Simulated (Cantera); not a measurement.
A closed system holds: 1 mol TEOS, 2 mol O2, 5.1 mol N2, at 1.00 bar.

Cantera equilibrium calculation (NASA polynomials, part measured and part estimated; ideal gas, pure solids and liquids). Candidate condensed phases: C, C6H6, C7H8, C8H18, H2O, Si, SiC, SiO2, Si2N2O, Si3N4; 151 gas species. The feed counts by its element totals alone. The tables hold silica as quartz up to 1696 K and as liquid above; real silica turns to tridymite and cristobalite and melts near 1996 K. Kinetics and transport are ignored.

x: gas mole fraction; n: condensed amount in mol.

```
T (K)   x H2   x N2     x CO       x H2O       x CH4       x CO2  n C(graphite)  n SiO2(α-quartz)  n SiO2(β-quartz)  n Si2N2O(s)
-----  -----  -----  -------  ----------  ----------  ----------  -------------  ----------------  ----------------  -----------
675    0.108  0.368  0.00253       0.275       0.169      0.0775           4.55              1.00                 0            0
775    0.234  0.340   0.0195       0.207       0.112      0.0869           4.72              1.00                 0            0
875    0.359  0.303   0.0837       0.122      0.0563      0.0753           4.38                 0              1.00            0
975    0.429  0.268    0.194      0.0499      0.0232      0.0360           3.19                 0              1.00            0
1075   0.456  0.250    0.260      0.0150     0.00938     0.00922           2.30                 0              1.00            0
1175   0.466  0.244    0.279     0.00450     0.00416     0.00210           2.05                 0              1.00            0
1275   0.470  0.243    0.283  (withheld)  (withheld)  (withheld)           2.00                 0              1.00            0
1375   0.472  0.242    0.284  (withheld)  (withheld)  (withheld)           1.99                 0             1.000            0
1475   0.473  0.242    0.284    0.000277    0.000649     6.71e-5           1.99                 0             1.000            0
1575   0.452  0.208    0.339    0.000157    0.000371     4.07e-5          0.484                 0                 0        0.500
```

**Question.** Some entries are withheld; supply them.

**Answer.** 
- 1375, x H2O: 0.000617
- 1375, x CH4: 0.00111
- 1375, x CO2: 0.000179
- 1275, x H2O: 0.00155
- 1275, x CH4: 0.00205
- 1275, x CO2: 0.000561
